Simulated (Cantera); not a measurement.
What does this Cantera script print?

```python
import numpy as np
import cantera as ct

gas = ct.Solution("gri30.yaml")
gas.TPX = 1773, 6100, {'C2H6': 0.61, 'N2': 7.6}
reactor = ct.IdealGasConstPressureReactor(gas, energy="off", clone=False)
net = ct.ReactorNet([reactor])
net.rtol, net.atol = 1e-08, 1e-18
show = ['C2H6', 'C2H4', 'H', 'C2H2', 'C2H']
times = np.geomspace(1e-05, 90, 9)

steps = ct.SolutionArray(gas, extra=["t"])
rows = []
print(f"{'t/s':>10s}{'T/K':>9s}{'P/Pa':>11s}" + "".join(f"{s:>11s}" for s in show))
for t in times:
    while net.time < t:
        t_next = net.step()
        steps.append(gas.state, t=t_next)
    rows.append([np.interp(t, steps.t, y) for y in (steps.T, steps.P, *steps(*show).X.T)])
    print(f"{t:10.3e}{rows[-1][0]:9.1f}{rows[-1][1]:11.4g}" + "".join(f"{x:11.3e}" for x in rows[-1][2:]))
rate = np.gradient(steps.T, steps.t)
print("integrator steps:", len(steps.t))
if steps.T.max() > steps.T[0] + 200:
    print(f"time of steepest temperature rise: {steps.t[rate.argmax()]:.4e} s")
gas.TPX = 1773, 6100, {'C2H6': 0.61, 'N2': 7.6}
gas.equilibrate("TP")
print(f"equilibrium (TP): T = {gas.T:.1f} K  " + "  ".join(f"{s} {gas[s].X[0]:.3e}" for s in show))
```

Result:

```
       t/s      T/K       P/Pa       C2H6       C2H4          H       C2H2        C2H
 1.000e-05   1773.0       6100  7.051e-02  7.654e-05  4.341e-05  2.544e-08  1.265e-13
 7.401e-05   1773.0       6100  3.617e-02  1.566e-02  1.038e-03  8.879e-04  3.522e-07
 5.477e-04   1773.0       6100  1.724e-04  1.332e-02  9.952e-04  4.102e-02  3.735e-06
 4.054e-03   1773.0       6100  1.068e-05  8.005e-04  3.172e-04  5.628e-02  1.324e-06
 3.000e-02   1773.0       6100  2.817e-06  1.293e-04  2.552e-04  5.961e-02  1.041e-06
 2.220e-01   1773.0       6100  2.156e-07  2.151e-05  3.535e-04  6.350e-02  1.391e-06
 1.643e+00   1773.0       6100  2.958e-09  1.433e-05  4.134e-04  6.452e-02  1.613e-06
 1.216e+01   1773.0       6100  1.768e-10  1.428e-05  4.167e-04  6.461e-02  1.625e-06
 9.000e+01   1773.0       6100  1.571e-10  1.427e-05  4.167e-04  6.459e-02  1.624e-06
integrator steps: 1534
equilibrium (TP): T = 1773.0 K  C2H6 6.193e-11  C2H4 5.262e-06  H 4.168e-04  C2H2 2.380e-02  C2H 5.985e-07
```

Detailed kinetics in Cantera: GRI-Mech 3.0 (53 species, 325 reactions). GRI-Mech 3.0 stops at C3 and has no aromatics, soot or wall deposition, so with more carbon than oxygen in the feed, carbon stays in small species such as C2H2 where larger ones or solid carbon would form.
